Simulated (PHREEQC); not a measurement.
A solution holds 0.0042 mol/kgw AgF, 0.00074 mol/kgw HBF4 and 0.00024 mol/kgw Zn(NO3)2, at 20 °C. Closed to the air; pH follows from the charge balance.

Equilibrium calculation in PHREEQC: ion-association model, wateq4f.dat.

The pH is 3.54 and the ionic strength is 0.00518 mol/kgw. The total alkalinity is -2.96 meq/kg.

| species | molality | activity | log γ |
|---|---|---|---|
| Ag+ | 0.00416 | 0.00386 | -0.033 |
| F- | 0.00401 | 0.00371 | -0.034 |
| HF | 0.00148 | 0.00148 | 0.001 |
| NO3- | 0.000479 | 0.000443 | -0.034 |
| H+ | 0.000313 | 0.000292 | -0.030 |
| BF4- | 0.000311 | 0.000288 | -0.034 |
| H3BO3 | 0.000304 | 0.000304 | 0.001 |
| Zn+2 | 0.000231 | 0.000172 | -0.128 |
| BF3OH- | 7.02e-5 | 6.48e-5 | -0.034 |
| BF2(OH)2- | 5.39e-5 | 4.98e-5 | -0.034 |
| AgF | 3.55e-5 | 3.56e-5 | 0.001 |

No solid was allowed to form. Real BF4- forms and hydrolyses slowly; the run takes it at equilibrium.
